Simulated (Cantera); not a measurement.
Input: 1 mol CH₃SiCl₃, 0.55 mol C₃H₈, 140 mol H₂, equilibrated at 133 Pa.

Cantera equilibrium calculation (NASA polynomials, part measured and part estimated; ideal gas, pure solids and liquids). Candidate condensed phases: C, C₆H₆, C₇H₈, C₈H₁₈, Si, SiC; 109 gas species. The feed counts by its element totals alone. Kinetics and transport are ignored.

**Question.** Which condensed phases are stable at each of these points (T (K)): 950, 1100, 1250, 1400, 1550, 1700, 1850, 2000, 2150, 2300, 2450?

**Answer.** 
```csv
T (K),condensed phases,Si condensed (%)
950,C(graphite) + SiC(s),100.0
1100,C(graphite) + SiC(s),100.0
1250,C(graphite) + SiC(s),100.0
1400,C(graphite) + SiC(s),99.9
1550,C(graphite) + SiC(s),99.8
1700,C(graphite) + SiC(s),99.5
1850,C(graphite) + SiC(s),97.0
2000,C(graphite) + SiC(s),68.7
2150,C(graphite),0.0
2300,C(graphite),0.0
2450,C(graphite),0.0
```

From 950 K to 2000 K the condensed part is C(graphite) + SiC(s). From 2150 K to 2450 K the condensed part is C(graphite).
